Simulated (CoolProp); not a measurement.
Properties of isobutene along the isotherm 276.85 °C (Tc = 144.9 °C, pc = 4.016 MPa, ω = 0.193).

Model: reference Helmholtz-energy equation of state, Lemmon 2005, in CoolProp. It is a short technical equation, of lower accuracy than the large ones.

```csv
p (MPa),phase,Z,speed of sound (m/s),Joule-Thomson coefficient (K/MPa),isothermal compressibility (1/MPa),expansivity (1/kK),fugacity coefficient
2.23,gas,0.9226,275.5,4.271,0.4862,2.412,0.9259
4.46,supercritical,0.8459,258.5,4.415,0.2639,3.229,…
6.69,supercritical,0.7754,…,4.294,0.1867,4.211,0.7941
8.92,supercritical,0.7202,245.1,3.829,0.1399,5.083,0.7385
11.2,supercritical,…,…,3.078,0.1012,…,0.6901
13.4,supercritical,0.6820,280.1,2.306,0.07121,5.125,0.6520
15.6,supercritical,0.6957,310.9,…,0.05031,4.543,0.6217
17.8,supercritical,0.7220,344.1,1.222,0.03687,3.974,0.5982
20.1,supercritical,0.7574,378.7,0.8905,0.02790,3.485,…
```

Question: Complete the blanks.

Answer: 
- 4.46, fugacity coefficient: 0.8570
- 6.69, speed of sound (m/s): 247.0
- 11.2, Z: 0.6879
- 11.2, speed of sound (m/s): 256.6
- 11.2, expansivity (1/kK): 5.427
- 15.6, Joule-Thomson coefficient (K/MPa): 1.677
- 20.1, fugacity coefficient: 0.5795
